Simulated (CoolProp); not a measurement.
Model: reference Helmholtz-energy equation of state, Span 1996, in CoolProp.

Problem. Give the vapour pressure (bar), vapour Z, liquid conductivity (mW/(m K)) of saturated carbon dioxide at 248.5, 258.3, 277.8 K.

Solution. 
```tsv
T (K)	p (bar)	vapour Z	liquid conductivity (mW/(m K))
248.5	17.0	0.817	138
258.3	23.0	0.773	127
277.8	39.3	0.661	104
```

Thermal conductivity comes from a separate model (Huber 2016).
